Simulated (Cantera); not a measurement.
# HI + H2 (abatement and gas-phase synthesis)

Charge: 1 mol HI, 0.42 mol H2, at 477 °C and 0.00100 bar.

These are equilibrium values from Cantera (NASA tables, ideal gas, pure condensed phases), not measurements of a reactor. Candidate condensed phases: I2; 5 gas species. Kinetics and transport are ignored.

```yaml
x(HI): 0.636
x(H2): 0.326
x(I2): 0.0253
x(I): 0.0129
gas_amount: 1.429 mol
log10 activity of I2(l) (absent): -6.23
```
